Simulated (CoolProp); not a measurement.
Vapour-liquid equilibrium of isohexane (1) + benzene (2) at 91.1 kPa; x and y are mole fractions of (1).

Values from CoolProp's multi-fluid Helmholtz-energy mixture model, Lemmon 2006 and Thol 2012; pair parameters Bell 2016.

| x | bubble temperature (K) | y at the bubble point | dew temperature at overall composition x (K) | liquid density (mol/L) |
|---|---|---|---|---|
| 0.05 | 346.6 | 0.137 | 348.7 | 10.26 |
| 0.125 | 343.1 | 0.282 | 346.9 | 9.958 |
| 0.2 | 340.5 | 0.384 | 345.1 | 9.661 |
| 0.275 | 338.6 | 0.462 | 343.2 | 9.373 |
| 0.35 | 337.1 | 0.528 | 341.4 | 9.096 |
| 0.425 | 335.8 | 0.585 | 339.5 | 8.832 |
| 0.5 | 334.8 | 0.638 | 337.7 | 8.580 |
| 0.575 | 333.8 | 0.690 | 336.0 | 8.341 |
| 0.65 | 333.0 | 0.741 | 334.5 | 8.112 |
| 0.725 | 332.2 | 0.793 | 333.2 | 7.894 |
| 0.8 | 331.6 | 0.847 | 332.2 | 7.686 |
| 0.875 | 331.0 | 0.903 | 331.3 | 7.487 |
| 0.95 | 330.4 | 0.961 | 330.5 | 7.297 |

No azeotrope shows between x = 0.05 and 0.95.

Pair parameters are fitted to limited data, so mixtures are less certain than the pure fluids.
